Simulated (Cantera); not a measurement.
## Chlorosilane synthesis and conversion: SiCl4 + Cl2 + H2

Input: 1 mol SiCl4, 1.1 mol Cl2, 2.9 mol H2, held at 573.15 K and 1 atm.

Cantera equilibrium calculation (NASA polynomials, part measured and part estimated; ideal gas, pure solids and liquids). Candidate condensed phases: Si; 19 gas species. Rates play no part.

The x(HCl) comes out as 0.440 and the x(H2) is 0.360. The x(SiCl4) is 0.200. The x(SiHCl3) is 2.32e-6. The gas amount comes out as 5.000 mol. The log10 activity of Si(s) (absent) is -17.96.
